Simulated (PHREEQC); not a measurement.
Make-up at 25 °C: 0.0048 mol/kgw H2SO4 and 0.00014 mol/kgw Na2SO4. Closed to the air; pH follows from the charge balance.

All values are PHREEQC results (ion-association model, wateq4f.dat), not measurements.

No solid was allowed to form.

**Question.** Estimate the pH, ionic strength.

**Answer.** pH 2.14; ionic strength 0.0115 mol/kgw.

**Question.** In which forms is S present?

**Answer.** SO4-2 66 %, HSO4- 34 % of the S.
